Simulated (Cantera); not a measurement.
An isothermal, constant-pressure homogeneous reactor starts with 45.5 % NO, 54.5 % N2, at 1723 K and 20.3 Torr.

Computed with Cantera and GRI-Mech 3.0 (53 species, 325 reactions). Radical loss at walls, strong at low pressure, is not modelled.

Task: Predict: x(NO) at 70.0 s; x(O) at 70.0 s; x(NO2) at 70.0 s; x(N2) at 70.0 s; x(N2O) at 70.0 s.

Result: 
```json
{
 "x(NO) at 70.0 s": "0.358 (gas-phase equilibrium 0.00326)",
 "x(O) at 70.0 s": "8.36e-5 (gas-phase equilibrium 0.000165)",
 "x(NO2) at 70.0 s": "8.15e-5 (gas-phase equilibrium 1.64e-6)",
 "x(N2) at 70.0 s": "0.594 (gas-phase equilibrium 0.771)",
 "x(N2O) at 70.0 s": "4.18e-5 (gas-phase equilibrium 3.08e-8)"
}
```
